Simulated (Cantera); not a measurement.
A perfectly stirred reactor is fed with 2.62 % CH2O, 0.494 % O2, 96.9 % N2, equivalence ratio 5.3, at 120000 Pa; it is held at 1375 K, and followed from long to short residence time.

Detailed kinetics in Cantera: GRI-Mech 3.0 (53 species, 325 reactions).

x: mole fraction; the columns are a selection and need not sum to one.

| τ (s) | x CH2O | x O2 | x HO2 | x HCO | x H2 | x OH |
|---|---|---|---|---|---|---|
| 23 | 1.60e-7 | 1.35e-6 | 4.40e-10 | 2.86e-9 | 0.0194 | ___ |
| 6.0 | 3.25e-7 | 2.73e-6 | 9.78e-10 | 6.06e-9 | 0.0193 | ___ |
| 1.6 | 6.68e-7 | 5.62e-6 | 2.12e-9 | 1.35e-8 | 0.0193 | ___ |
| 0.40 | 1.49e-6 | 1.25e-5 | 4.91e-9 | 3.47e-8 | 0.0192 | ___ |
| 0.10 | 3.59e-6 | 3.00e-5 | 1.24e-8 | 1.01e-7 | 0.0190 | ___ |
| 0.027 | 9.43e-6 | 7.78e-5 | 3.53e-8 | 3.08e-7 | 0.0186 | ___ |
| 0.0070 | 3.13e-5 | 0.000244 | 1.47e-7 | 1.07e-6 | 0.0182 | ___ |
| 0.0018 | 0.000162 | 0.000956 | 1.41e-6 | 4.06e-6 | 0.0186 | ___ |

Complete the blanks.


- 23, x OH: 1.98e-7
- 6.0, x OH: 3.77e-7
- 1.6, x OH: 6.94e-7
- 0.40, x OH: 1.28e-6
- 0.10, x OH: 2.23e-6
- 0.027, x OH: 3.55e-6
- 0.0070, x OH: 5.50e-6
- 0.0018, x OH: 7.83e-6
